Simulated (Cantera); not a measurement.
A jet of CH4 : O2 : N2 = 0.016 : 0.19 : 0.79 (molar parts) at 300 K and 0.0365 atm hits a platinum plate 4.5 cm away at a mass flux of 0.057 kg/m²/s; the plate temperature is set and raised in steps from an oxygen-covered start.

Computed with Cantera and Deutschmann's 1995 Pt surface mechanism with GRI-Mech 3.0 gas chemistry. Catalytic surfaces can have several steady states; this one follows from the mechanism file's or the stated starting coverage.

x: mole fraction at the wall; θ: surface coverage.

```
plate T (K)  wall x CH4  wall x O2  wall x H2O  wall x OH  wall x CO  wall x CO2  θ free Pt   θ O*
-----------  ----------  ---------  ----------  ---------  ---------  ----------  ---------  -----
850              0.0144      0.187     0.00313      <1e-8          …     0.00203      0.154  0.845
900              0.0129      0.184     0.00595    2.35e-8          …     0.00388      0.218  0.782
950              0.0111      0.180     0.00926    8.06e-8          …     0.00605      0.286  0.714
1000            0.00935      0.176      0.0125    2.31e-7          …     0.00817      0.356  0.644
1050            0.00783      0.173      0.0153    5.83e-7          …      0.0100      0.425  0.575
1100            0.00664      0.171      0.0174    1.31e-6          …      0.0115      0.493  0.507
```

### Question
Some entries are withheld; supply them.

### Answer

- 850, wall x CO: 3.96e-6
- 900, wall x CO: 5.08e-6
- 950, wall x CO: 6.06e-6
- 1000, wall x CO: 6.90e-6
- 1050, wall x CO: 7.70e-6
- 1100, wall x CO: 8.62e-6
